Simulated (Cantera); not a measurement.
**Thermodynamics of fluorocarbon and chlorocarbon gases, feed CHF3 + F2**

Feed: 1 mol CHF3, 0.055 mol F2, held at 4.10 mbar.

Method: chemical equilibrium by Gibbs-energy minimisation in Cantera with the NASA 1993 tables (ideal gas, pure condensed phases). Candidate condensed phases: C, C6H6, C7H8, C8H18; 95 gas species. Rates play no part.

From 2548 K to 2948 K the condensed part is C(graphite). From 2998 K to 3098 K nothing is condensed. The main C-bearing gas is CF2 at 2548 K and C3 at 3098 K.

| T (K) | log p F | log p HF | log p CF2 | log p C3 | log p CF | log p H | log p C | log p C2 | n C(graphite) |
|---|---|---|---|---|---|---|---|---|---|
| 2548 | -2.66 | -2.84 | -3.41 | -5.99 | -4.08 | -5.83 | -6.50 | -7.02 | 0.669 |
| 2598 | -2.64 | -2.85 | -3.52 | -5.67 | -4.00 | -5.62 | -6.22 | -6.69 | 0.708 |
| 2648 | -2.63 | -2.86 | -3.63 | -5.36 | -3.93 | -5.42 | -5.94 | -6.38 | 0.735 |
| 2698 | -2.62 | -2.86 | -3.74 | -5.07 | -3.86 | -5.21 | -5.68 | -6.09 | 0.746 |
| 2748 | -2.61 | -2.87 | -3.86 | -4.78 | -3.80 | -5.02 | -5.43 | -5.80 | 0.739 |
| 2798 | -2.61 | -2.88 | -3.98 | -4.51 | -3.75 | -4.83 | -5.19 | -5.52 | 0.707 |
| 2848 | -2.61 | -2.89 | -4.10 | -4.25 | -3.70 | -4.64 | -4.96 | -5.25 | 0.638 |
| 2898 | -2.62 | -2.90 | -4.23 | -4.00 | -3.65 | -4.46 | -4.73 | -5.00 | 0.508 |
| 2948 | -2.63 | -2.92 | -4.37 | -3.75 | -3.61 | -4.29 | -4.51 | -4.75 | 0.274 |
| 2998 | -2.64 | -2.95 | -4.52 | -3.58 | -3.60 | -4.13 | -4.33 | -4.55 | 0 |
| 3048 | -2.64 | -2.97 | -4.69 | -3.59 | -3.63 | -3.98 | -4.20 | -4.48 | 0 |
| 3098 | -2.63 | -2.99 | -4.86 | -3.60 | -3.66 | -3.85 | -4.08 | -4.41 | 0 |
log p: log10 of the partial pressure in bar; n: condensed amount in mol.
